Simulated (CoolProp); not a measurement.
The numbers come from the reference Helmholtz-energy equation of state, Lemmon 2006 in CoolProp. It is a short technical equation, of lower accuracy than the large ones.

For CH3F (R41), give the phase and the cp (kJ/(kg K)), cv (kJ/(kg K)) at 330.8 K and 93.4 kPa.


- 330.8 K and 93.4 kPa: gas; cp 1.17, cv 0.917
